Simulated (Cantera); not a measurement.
A Cantera script and its output.

```python
import numpy as np
import cantera as ct

gas = ct.Solution("SiF4_NH3_mec.yaml", "gas")
gas.TPX = 1898, 3400, {'NH3': 1, 'H2': 0.14}
inlet = ct.Reservoir(gas, clone=True)

reactor = ct.IdealGasConstPressureReactor(gas, energy="off", clone=False)
exhaust = ct.Reservoir(gas, clone=True)
tau = [8.2, 1.5, 0.26, 0.046, 0.0082, 0.0015, 0.00026][0]
for a, b in ((inlet, reactor), (reactor, exhaust)):
    ct.MassFlowController(a, b, mdot=lambda t: reactor.mass / tau)
net = ct.ReactorNet([reactor])
show = ['NH3', 'H2', 'N2', 'NH', 'N', 'NH2']

rows = []
print(f"{'tau/s':>10s}{'T/K':>9s}" + "".join(f"{s:>11s}" for s in show))
for tau in [8.2, 1.5, 0.26, 0.046, 0.0082, 0.0015, 0.00026]:
    net.initial_time = 0.0
    net.advance(30 * tau)
    before = gas.X
    net.advance(40 * tau)
    drift = np.max(np.abs(gas.X - before) / (gas.X + 1e-9))
    rows.append([gas.T, *gas[show].X, drift])
    print(f"{tau:10.3e}{gas.T:9.1f}" + "".join(f"{x:11.3e}" for x in gas[show].X))
```

Output:

```
     tau/s      T/K        NH3         H2         N2         NH          N        NH2
 8.200e+00   1898.0  1.386e-01  6.641e-01  1.966e-01  5.869e-06  5.186e-07  2.426e-04
 1.500e+00   1898.0  4.211e-01  4.569e-01  1.212e-01  8.333e-06  4.806e-07  5.177e-04
 2.600e-01   1898.0  7.367e-01  2.253e-01  3.710e-02  8.966e-06  3.586e-07  7.569e-04
 4.600e-02   1898.0  8.496e-01  1.425e-01  7.019e-03  8.245e-06  2.619e-07  8.194e-04
 8.200e-03   1898.0  8.730e-01  1.254e-01  8.350e-04  5.965e-06  1.591e-07  7.013e-04
 1.500e-03   1898.0  8.767e-01  1.230e-01  1.561e-05  1.021e-06  1.312e-08  2.688e-04
 2.600e-04   1898.0  8.771e-01  1.228e-01  4.547e-08  3.321e-08  8.132e-11  4.822e-05
```

Detailed kinetics in Cantera: the gas-phase N/H chemistry of the illustrative SiF4/NH3 mechanism in the Surface Chemkin manual (1991). Walls and surfaces, which speed up NH3 decomposition in real reactors, are not modelled.
